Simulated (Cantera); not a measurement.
Input: 1 mol SiO2, 950 mol H2, equilibrated at 21000 Pa.

Method: chemical equilibrium by Gibbs-energy minimisation in Cantera with the NASA 1993 tables (ideal gas, pure condensed phases). Candidate condensed phases: H2O, Si, SiO2; 18 gas species. The tables hold silica as quartz up to 1696 K and as liquid above; real silica turns to tridymite and cristobalite and melts near 1996 K. Equilibrium is a limit: real reactors are often held back by kinetics, nucleation or transport.

**Question.** What share of the Si ends up in condensed phases as a function of T (K), at 1073, 1173, 1273, 1373, 1473, 1573, 1673, 1773, 1873, 1973, 2073, 2173, 2273?

**Answer.** 
| T (K) | Si condensed (%) | as |
|---|---|---|
| 1073 | 100.0 | SiO2(β-quartz) |
| 1173 | 100.0 | SiO2(β-quartz) |
| 1273 | 99.8 | SiO2(β-quartz) |
| 1373 | 98.9 | SiO2(β-quartz) |
| 1473 | 94.2 | SiO2(β-quartz) |
| 1573 | 76.5 | SiO2(β-quartz) |
| 1673 | 19.8 | SiO2(β-quartz) |
| 1773 | 0.0 | - |
| 1873 | 0.0 | - |
| 1973 | 0.0 | - |
| 2073 | 0.0 | - |
| 2173 | 0.0 | - |
| 2273 | 0.0 | - |
